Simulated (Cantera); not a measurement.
What does this Cantera script print?

```python
import numpy as np
import cantera as ct

gas_names = [...]  # 151 gases of nasa_gas.yaml made of C, H, N, O, Si
cond_names = """
    C(gr) C6H6(L) C7H8(L) C8H18(L),n-octa H2O(s) H2O(L) Si(cr) Si(L) SiC(b) SiO2(Lqz) SiO2(hqz) SiO2(L)
    Si2N2O(s) Si3N4(a)
""".split()


# ... load() reads the species with a 1 bar reference pressure and builds the phases ...
atoms = {
    'Si3N4': {'Si': 3, 'N': 4},
    'O2': {'O': 2},
    'H2': {'H': 2},
    'CO2': {'C': 1, 'O': 2},
}
top_T = {'C(gr)': 4500, 'SiC(b)': 3050, 'Si2N2O(s)': 2100, 'Si3N4(a)': 2400}  # K; cautious upper limits of use, not melting points


# ... equilibrate(T, P, feed) seeds the gas with the atoms and calls Mixture.equilibrate('TP', solver="vcs", rtol=1e-11, max_steps=5000) ...
results = []
feed = {'Si3N4': 1, 'O2': 0.0011, 'H2': 51, 'CO2': 0.025}  # mol
T = 1375  # K
for P in [0.1, 0.6, 3.6, 22, 130, 770, 4600, 28000, 170000, 1000000]:
    mix = equilibrate(T, P, feed)
    results.append((T, P, feed, dict(zip(mix.species_names, mix.species_moles))))
    x = sorted(zip(gas.X, gas.species_names), reverse=True)
    print(f"T = {T:g} K  P = {P:g} Pa  gas = {mix.phase_moles(0):.4g} mol")
    print("   x: " + "  ".join(f"{s} {v:.3e}" for v, s in x if v > 1e-06))
    print("   condensed (mol): " + ("  ".join(f"{mix.phase(i).name} {mix.phase_moles(i):.4g}"
          for i in range(1, mix.n_phases) if mix.phase_moles(i) > 1e-12) or "none"))
```

Output:

```
T = 1375 K  P = 0.1 Pa  gas = 53.16 mol
   x: H2 9.576e-01  N2 3.762e-02  H 3.353e-03  SiO 9.659e-04  Si 4.105e-04  CO 1.599e-05  SiH 2.261e-06
   condensed (mol): Si(cr) 2.902  SiC(b) 0.02412
T = 1375 K  P = 0.6 Pa  gas = 53.09 mol
   x: H2 9.599e-01  N2 3.767e-02  H 1.371e-03  SiO 9.672e-04  Si 6.842e-05  CO 1.601e-05
   condensed (mol): Si(cr) 2.921  SiC(b) 0.02413
T = 1375 K  P = 3.6 Pa  gas = 53.07 mol
   x: H2 9.608e-01  N2 3.769e-02  SiO 9.676e-04  H 5.598e-04  CO 1.602e-05  Si 1.140e-05
   condensed (mol): Si(cr) 2.924  SiC(b) 0.02413
T = 1375 K  P = 22 Pa  gas = 51.77 mol
   x: H2 9.850e-01  N2 1.464e-02  H 2.293e-04  SiO 1.420e-04  CO 2.351e-06  Si 1.866e-06
   condensed (mol): Si(cr) 1.082  SiC(b) 0.02487  Si2N2O(s) 0.04473  Si3N4(a) 0.5987
T = 1375 K  P = 130 Pa  gas = 51.13 mol
   x: H2 9.974e-01  N2 2.477e-03  H 9.491e-05  SiO 2.403e-05
   condensed (mol): Si(cr) 0.1383  SiC(b) 0.02497  Si2N2O(s) 0.05095  Si3N4(a) 0.9112
T = 1375 K  P = 770 Pa  gas = 51.04 mol
   x: H2 9.993e-01  N2 6.685e-04  H 3.904e-05  SiO 3.470e-06
   condensed (mol): SiC(b) 0.02498  Si2N2O(s) 0.05202  Si3N4(a) 0.9569
T = 1375 K  P = 4600 Pa  gas = 51.03 mol
   x: H2 9.993e-01  N2 6.644e-04  H 1.597e-05  CH4 4.385e-06
   condensed (mol): SiC(b) 0.02476  Si2N2O(s) 0.05218  Si3N4(a) 0.957
T = 1375 K  P = 28000 Pa  gas = 51.03 mol
   x: H2 9.993e-01  N2 6.104e-04  CH4 8.410e-05  H 6.473e-06
   condensed (mol): SiC(b) 0.02067  Si2N2O(s) 0.05219  Si3N4(a) 0.9583
T = 1375 K  P = 170000 Pa  gas = 50.99 mol
   x: H2 9.992e-01  CH4 4.897e-04  N2 3.396e-04  NH3 2.922e-06  H 2.627e-06
   condensed (mol): Si2N2O(s) 0.0522  Si3N4(a) 0.9652
T = 1375 K  P = 1e+06 Pa  gas = 50.99 mol
   x: H2 9.992e-01  CH4 4.902e-04  N2 3.327e-04  NH3 1.701e-05  H 1.083e-06
   condensed (mol): Si2N2O(s) 0.0522  Si3N4(a) 0.9652
```

Method: chemical equilibrium by Gibbs-energy minimisation in Cantera with the NASA 1993 tables (ideal gas, pure condensed phases). Mutual solubility and eutectic melting of coexisting phases are not modelled.
